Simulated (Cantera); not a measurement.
Charge: 1 mol AlN, 3.1 mol H₂O, held at 2123 K and 13.3 mbar.

Equilibrium computed with Cantera from the NASA thermochemical tables; the gas is ideal and each condensed phase is pure. Candidate condensed phases: Al, AlN, Al₂O₃, H₂O; 35 gas species. Kinetics and transport are ignored.

Base state: H₂O 0.437, H₂ 0.404, N₂ 0.137, H 0.0197, OH 0.00264, O 9.16e-5, NO 6.23e-5, O₂ 4.21e-5 (mole fractions); condensed: Al₂O₃(s).

Problem. What changes in the equilibrium state with this change: H₂O from 3.1 to 0.22 mol?

Solution. 
```json
[
 {"species": "N₂", "before": "0.137", "after": "0.331"},
 {"species": "Al₂O", "before": "<1e-9", "after": "0.226"},
 {"species": "H₂", "before": "0.404", "after": "0.218"},
 {"species": "H₂O", "before": "0.437", "after": "4.85e-6"},
 {"species": "Al", "before": "3.76e-8", "after": "0.208"},
 {"species": "H", "before": "0.0197", "after": "0.0145"},
 {"species": "AlH", "before": "<1e-9", "after": "0.00243"},
 {"species": "Al₂", "before": "<1e-9", "after": "9.62e-5"},
 {"species": "OH", "before": "0.00264", "after": "4.00e-8"},
 {"species": "O", "before": "9.16e-5", "after": "1.89e-9"},
 {"species": "Al₂O₃(s), mol", "before": "0.500", "after": "0"},
 {"species": "AlN(s), mol", "before": "0", "after": "0.355"}
]
```
The tables' values for AlOH are old estimates; treat these amounts as uncertain.
